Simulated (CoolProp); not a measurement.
A single-stage vapour-compression cycle with hydrogen sulfide: evaporating at 197.15 K (dew point), condensing at 227.15 K (bubble point), superheat 8 K, subcooling 2 K, compressor efficiency 0.75, no pressure losses. Each further row changes one setting.

Computed with CoolProp (reference Helmholtz-energy equation of state, Lemmon 2006). It is a short technical equation, of lower accuracy than the large ones.

| case | cooling COP | pressure ratio | discharge temperature (K) | refrigerating effect (kJ/kg) | volumetric capacity (kJ/m³) |
|---|---|---|---|---|---|
| as stated | [?] | 4.68 | 330.8 | 516 | 443 |
| evaporating temperature 202.15 K | [?] | 3.49 | [?] | [?] | 587 |
| condensing temperature 222.15 K | 5.12 | [?] | 309.7 | 526 | 452 |
| subcooling 7 K | 4.25 | 4.68 | 330.8 | 526 | 452 |
| superheat 18 K | [?] | 4.68 | [?] | 526 | [?] |
| compressor efficiency 0.65 | 3.61 | 4.68 | 349.2 | 516 | 443 |

**Question.** Some entries are withheld; supply them.

**Answer.** 
- as stated, cooling COP: 4.17
- evaporating temperature 202.15 K, cooling COP: 5.28
- evaporating temperature 202.15 K, discharge temperature (K): 310.6
- evaporating temperature 202.15 K, refrigerating effect (kJ/kg): 521
- condensing temperature 222.15 K, pressure ratio: 3.74
- superheat 18 K, cooling COP: 4.05
- superheat 18 K, discharge temperature (K): 346.5
- superheat 18 K, volumetric capacity (kJ/m³): 430
